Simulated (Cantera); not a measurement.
An isothermal plug-flow reactor at 1198 K and 3.60 bar (inlet), inlet velocity 0.49 m/s, active area per volume 610 1/m; feed 0.611 % CH4, 2.81 % O2, 96.6 % N2.

Detailed kinetics in Cantera: Deutschmann's 1995 Pt surface mechanism with GRI-Mech 3.0 gas chemistry. Catalytic surfaces can have several steady states; this one follows from the mechanism file's or the stated starting coverage. Mass transfer to the wall is taken as infinitely fast.

x: gas mole fraction; θ: surface coverage.

```json
[
 {"z (m)": "0.00036", "x CH4": "0.00499", "x O2": "0.0259", "x H2O": "0.00222", "x CO2": "0.00110", "x CO": "6.73e-6", "θ free Pt": "0.429", "θ O*": "0.570", "θ OH*": "0.00115"},
 {"z (m)": "0.00065", "x CH4": "0.00422", "x O2": "0.0244", "x H2O": "0.00374", "x CO2": "0.00186", "x CO": "5.75e-6", "θ free Pt": "0.432", "θ O*": "0.566", "θ OH*": "0.00147"},
 {"z (m)": "0.0012", "x CH4": "0.00304", "x O2": "0.0221", "x H2O": "0.00606", "x CO2": "0.00301", "x CO": "4.23e-6", "θ free Pt": "0.438", "θ O*": "0.560", "θ OH*": "0.00185"},
 {"z (m)": "0.0021", "x CH4": "0.00174", "x O2": "0.0195", "x H2O": "0.00861", "x CO2": "0.00427", "x CO": "2.51e-6", "θ free Pt": "0.444", "θ O*": "0.554", "θ OH*": "0.00220"},
 {"z (m)": "0.0036", "x CH4": "(withheld)", "x O2": "0.0174", "x H2O": "(withheld)", "x CO2": "(withheld)", "x CO": "(withheld)", "θ free Pt": "0.450", "θ O*": "0.548", "θ OH*": "0.00245"},
 {"z (m)": "0.0065", "x CH4": "8.52e-5", "x O2": "0.0163", "x H2O": "0.0119", "x CO2": "0.00588", "x CO": "3.13e-7", "θ free Pt": "0.453", "θ O*": "0.544", "θ OH*": "0.00258"},
 {"z (m)": "0.012", "x CH4": "1.70e-6", "x O2": "0.0160", "x H2O": "0.0121", "x CO2": "0.00601", "x CO": "7.03e-8", "θ free Pt": "0.454", "θ O*": "0.543", "θ OH*": "0.00260"},
 {"z (m)": "0.021", "x CH4": "(withheld)", "x O2": "0.0160", "x H2O": "0.0122", "x CO2": "0.00605", "x CO": "(withheld)", "θ free Pt": "0.454", "θ O*": "0.543", "θ OH*": "0.00261"},
 {"z (m)": "0.036", "x CH4": "1.26e-9", "x O2": "0.0159", "x H2O": "0.0122", "x CO2": "0.00608", "x CO": "1.32e-8", "θ free Pt": "0.455", "θ O*": "0.543", "θ OH*": "0.00261"}
]
```

Problem. Some entries are withheld; supply them.

Solution. 
- 0.0036, x CH4: 0.000644
- 0.0036, x H2O: 0.0107
- 0.0036, x CO2: 0.00532
- 0.0036, x CO: 1.10e-6
- 0.021, x CH4: 8.03e-9
- 0.021, x CO: 3.59e-8
